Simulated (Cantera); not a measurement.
Feed: 1 mol Si, a varied amount of HCl, 43 mol N₂, at 1127 °C and 1.00 bar.

Cantera equilibrium calculation (NASA polynomials, part measured and part estimated; ideal gas, pure solids and liquids). Candidate condensed phases: NH₄Cl, Si, Si₃N₄; 28 gas species. N₂ is the only nitrogen source here; it is nearly inert below about 1500 K, so the nitride shown seldom forms there in practice. Equilibrium is a limit: real reactors are often held back by kinetics, nucleation or transport.

### Question
Which condensed phases are stable at each of these points (n(HCl) (mol)): 1.1, 2.5, 3.9, 5.3, 6.7, 8.2, 9.6, 11, 12, 14, 15, 17, 18?

### Answer
```json
[
 {"n(HCl) (mol)": "1.1", "condensed phases": "Si₃N₄(s)", "Si condensed (%)": "92.7"},
 {"n(HCl) (mol)": "2.5", "condensed phases": "Si₃N₄(s)", "Si condensed (%)": "80.7"},
 {"n(HCl) (mol)": "3.9", "condensed phases": "Si₃N₄(s)", "Si condensed (%)": "67.3"},
 {"n(HCl) (mol)": "5.3", "condensed phases": "Si₃N₄(s)", "Si condensed (%)": "53.0"},
 {"n(HCl) (mol)": "6.7", "condensed phases": "Si₃N₄(s)", "Si condensed (%)": "38.1"},
 {"n(HCl) (mol)": "8.2", "condensed phases": "Si₃N₄(s)", "Si condensed (%)": "21.7"},
 {"n(HCl) (mol)": "9.6", "condensed phases": "Si₃N₄(s)", "Si condensed (%)": "5.9"},
 {"n(HCl) (mol)": "11", "condensed phases": "gas only", "Si condensed (%)": "0.0"},
 {"n(HCl) (mol)": "12", "condensed phases": "gas only", "Si condensed (%)": "0.0"},
 {"n(HCl) (mol)": "14", "condensed phases": "gas only", "Si condensed (%)": "0.0"},
 {"n(HCl) (mol)": "15", "condensed phases": "gas only", "Si condensed (%)": "0.0"},
 {"n(HCl) (mol)": "17", "condensed phases": "gas only", "Si condensed (%)": "0.0"},
 {"n(HCl) (mol)": "18", "condensed phases": "gas only", "Si condensed (%)": "0.0"}
]
```

From 1.1 mol HCl to 9.6 mol HCl the condensed part is Si₃N₄(s). From 11 mol HCl to 18 mol HCl nothing is condensed.
